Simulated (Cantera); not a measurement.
A closed system holds: 1 mol Al, 0.82 mol O2, 640 mol N2, held at 1425 K and 0.000240 bar.

Equilibrium computed with Cantera from the NASA thermochemical tables; the gas is ideal and each condensed phase is pure. Candidate condensed phases: Al, AlN, Al2O3; 16 gas species. Rates play no part.

Base state: N2 1.000, O2 9.88e-5, NO 2.03e-5 (mole fractions); condensed: Al2O3(s).

Question: What changes in the equilibrium state with this change: temperature from 1425 K to 2248 K?

Answer: 
```
species         before     after
-------------  -------  --------
N2               1.000     0.996
O              8.90e-7   0.00177
Al               <1e-9   0.00108
AlO              <1e-9  0.000347
Al2O             <1e-9   6.56e-5
NO             2.03e-5  0.000259
O2             9.88e-5   5.64e-5
Al2O3(s), mol    0.500         0
```
